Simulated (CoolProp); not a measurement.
Saturation properties of R236EA (Tc = 412.4 K, pc = 3.414 MPa, ω = 0.368).

Model: reference Helmholtz-energy equation of state, Rui 2013, in CoolProp.

| T (K) | p (MPa) | enthalpy of vaporisation (kJ/kg) | liquid cp (kJ/(kg K)) | surface tension (mN/m) | liquid viscosity (µPa s) | liquid conductivity (mW/(m K)) |
|---|---|---|---|---|---|---|
| 313.5 | 0.3411 | 147.2 | 1.287 | 10.0 | 312 | 74.3 |
| 319.6 | 0.4105 | 143.6 | 1.300 | 9.23 | 288 | 72.2 |
| 325.7 | 0.4901 | 139.8 | 1.315 | 8.47 | 266 | 70.2 |
| 331.8 | 0.5810 | 135.9 | 1.332 | 7.72 | 246 | 68.1 |
| 338 | 0.6858 | 131.8 | 1.351 | 6.97 | 227 | 66.1 |
| 344.1 | 0.8023 | 127.4 | 1.373 | 6.25 | 210 | 64.2 |
| 350.2 | 0.9332 | 122.8 | 1.398 | 5.55 | 194 | 62.2 |
| 356.3 | 1.080 | 117.9 | 1.428 | 4.86 | 179 | 60.3 |
| 362.5 | 1.246 | 112.6 | 1.464 | 4.18 | 164 | 58.4 |

It boils at 279.3 K under 1 atm.

Viscosity comes from a separate model (Huber 2003), an estimate that may be off by 10 % or more. Thermal conductivity comes from a separate model (Huber 2003), an estimate that may be off by 10 % or more. Surface tension comes from a separate correlation (Mulero 2012).
